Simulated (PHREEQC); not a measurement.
**Hard or scaling water: an equilibrium model**

Solution (25 °C): 0.0098 mol CaCl2, 8.3e-05 mol Na2SO4 and 0.038 mol MgSO4 per kg of water. Closed to the air; pH follows from the charge balance.

Model: Pitzer model, pitzer.dat, run in PHREEQC.

Each row changes one thing in this solution. Precipitation was switched off in this run.

```
case                                HSO4- (mol/kgw)  SI of Mirabilite (Na2SO4:10H2O)  SI of Thenardite (Na2SO4)
----------------------------------  ---------------  -------------------------------  -------------------------
as made                                     1.27e-7                            -8.67                      -9.61
MgSO4 left out                                    ?                                ?                     -11.93
MgSO4 from 0.038 to 0.38 mol/kgw            6.28e-7                            -8.41                          ?
CaCl2 left out                                    ?                                ?                      -9.54
CaCl2 from 0.0098 to 0.049 mol/kgw          9.25e-8                            -8.89                      -9.81
```

Q: Complete the blanks.

A: 
- MgSO4 left out, HSO4- (mol/kgw): 3.38e-10
- MgSO4 left out, SI of Mirabilite (Na2SO4:10H2O): -11.00
- MgSO4 from 0.038 to 0.38 mol/kgw, SI of Thenardite (Na2SO4): -9.31
- CaCl2 left out, HSO4- (mol/kgw): 1.41e-7
- CaCl2 left out, SI of Mirabilite (Na2SO4:10H2O): -8.60

Complexes and solids missing from the database can't appear. Some of these states are supersaturated (in Gypsum, for instance).
